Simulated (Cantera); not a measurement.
A closed system holds: 1 mol Si, 2.8 mol Cl₂, 0.22 mol H₂, equilibrated at 627 °C and 1 atm.

These are equilibrium values from Cantera (NASA tables, ideal gas, pure condensed phases), not measurements of a reactor. Candidate condensed phases: Si; 19 gas species. Rates play no part.

Base state: SiCl₄ 0.495, Cl₂ 0.287, HCl 0.218, Cl 3.94e-5 (mole fractions); condensed: gas only.

Problem. What changes in the equilibrium state with this change: H₂ from 0.22 to 0.45 mol?

Solution. 
```json
[
 {"species": "SiCl₄", "before": "0.495", "after": "0.444"},
 {"species": "HCl", "before": "0.218", "after": "0.400"},
 {"species": "Cl₂", "before": "0.287", "after": "0.156"},
 {"species": "Cl", "before": "3.94e-5", "after": "2.90e-5"}
]
```
